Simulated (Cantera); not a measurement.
A closed system holds: 1 mol SiHCl3, 3.2 mol N2, held at 1.60 bar.

Equilibrium computed with Cantera from the NASA thermochemical tables; the gas is ideal and each condensed phase is pure. Candidate condensed phases: NH4Cl, Si, Si3N4; 28 gas species. N2 is the only nitrogen source here; it is nearly inert below about 1500 K, so the nitride shown seldom forms there in practice. The tables' values for SiCl3 are old estimates; treat these amounts as uncertain. The numbers say what is thermodynamically allowed, not how fast it happens. All values below are at 1323 K.

Base state: N2 0.671, HCl 0.165, SiCl4 0.129, H2 0.0319, SiCl3 0.00221, SiHCl3 0.00126, SiCl2 0.000207 (mole fractions); condensed: Si3N4(s).

Problem. What changes in the equilibrium state with this change: SiHCl3 replaced by Si3H8?

Solution. 
```
species          before    after
-------------  --------  -------
H2               0.0319    0.769
N2                0.671    0.231
NH3             8.48e-7  5.88e-5
HCl               0.165        0
SiCl4             0.129        0
SiCl3           0.00221        0
SiHCl3          0.00126        0
SiCl2          0.000207        0
Si3N4(s), mol     0.142     1.00
```
The feed counts by its element totals alone.
